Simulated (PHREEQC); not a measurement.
Make-up at 11 °C: 0.0012 mol/kgw CdCl2, 3.4e-05 mol/kgw NaCl and 0.0025 mol/kgw HCl. It is in equilibrium with CO2 at log p = 0 (atm). Otherwise closed; pH follows from the charge balance.

Equilibrium calculation in PHREEQC: ion-association model, phreeqc.dat.

This is a speciation only: nothing precipitates in the calculation.

### Question
Order these Cd species by the share of Cd that they hold, largest first: Cd+2, CdCl2, CdCl+.

### Answer
Cd+2 (76 %), CdCl+ (24 %), CdCl2 (0.37 %)

### Question
Order these Cl species by the share of Cl that they hold, largest first: CdCl2, CdCl+, Cl-.

### Answer
Cl- (94 %), CdCl+ (5.7 %), CdCl2 (0.18 %)

The pH is 2.63 and the ionic strength 0.00556 mol/kgw. At this temperature some constants are extrapolated from 25 °C, and those without enthalpy data are left unchanged.
